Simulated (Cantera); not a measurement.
**Transport properties of process gases**

Gas mixture: CH₄ : CO₂ = 0.5 : 0.85 (molar parts), at 0.120 Torr, frozen composition.

Cantera's kinetic-theory transport with the Lennard-Jones parameters of GRI-Mech 3.0, ideal gas; thermal conductivity in the multicomponent form. The composition is frozen, though it would react at the higher temperatures.

```tsv
T (K)	ρ (kg/m³)	cp (J/kg/K)	μ (µPa s)	λ (mW/m/K)	Pr	D (cm²/s) C₂H₂	D (cm²/s) N₂	D (cm²/s) NO
400	0.000162	1218	18.6	33.0	0.687	1510	1890	1850
600	0.000108	1466	26.0	55.5	0.686	3140	3840	3770
800	8.09e-5	1667	32.2	78.8	0.682	5200	6280	6160
1000	6.48e-5	1827	37.8	102	0.678	7640	9150	8980
1200	5.40e-5	1949	42.9	124	0.674	10400	12400	12200
1400	4.63e-5	2047	47.7	145	0.672	13500	16100	15800
1600	4.05e-5	2124	52.1	165	0.669	16900	20100	19700
1800	3.60e-5	2185	56.4	185	0.667	20600	24400	24000
2000	3.24e-5	2235	60.4	203	0.666	24600	29100	28600
```
D: mixture-averaged diffusion coefficient of that species in the mixture.
